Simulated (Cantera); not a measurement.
A closed system holds: 1 mol H2S, 0.22 mol O2, 1.9 mol N2, held at 0.133 bar.

Equilibrium computed with Cantera from the NASA thermochemical tables; the gas is ideal and each condensed phase is pure. Candidate condensed phases: H2O, H2SO4, S; 60 gas species. Ions and electrons are included (thermal ionisation). The numbers say what is thermodynamically allowed, not how fast it happens. All values below are at 3500 K.

Base state: N2 0.387, H 0.315, S 0.160, O 0.0427, H2 0.0379, SO 0.0287, OH 0.00881, SH 0.00604 (mole fractions); condensed: gas only.

What changes in the equilibrium state with this change: N2 from 1.9 to 4.4 mol?


| species | before | after |
|---|---|---|
| N2 | 0.387 | 0.586 |
| H | 0.315 | 0.221 |
| S | 0.160 | 0.111 |
| H2 | 0.0379 | 0.0186 |
| SO | 0.0287 | 0.0151 |
| O | 0.0427 | 0.0325 |
| H2S | 5.25e-5 | 1.79e-5 |
| S2O | 1.24e-5 | 4.52e-6 |
| H2O | 0.00230 | 0.000864 |
